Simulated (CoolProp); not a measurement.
Vapour-liquid equilibrium of benzene (1) + dimethyl carbonate (2) at 2.18 MPa; x and y are mole fractions of (1).

Values from CoolProp's multi-fluid Helmholtz-energy mixture model, Thol 2012 and Zhou 2011; pair parameters Bell 2016.

### Question
Give the bubble temperature and the first vapour's composition at x = 0.05, 0.15, 0.45. Is there an azeotrope?

### Answer
x = 0.05: 228.2 °C, y = 0.057; x = 0.15: 227.0 °C, y = 0.165; x = 0.45: 224.9 °C, y = 0.459. y crosses x between x = 0.55 and 0.65: the model has an azeotrope there.

The pair parameters rest on a limited set of measurements; away from them the model extrapolates.
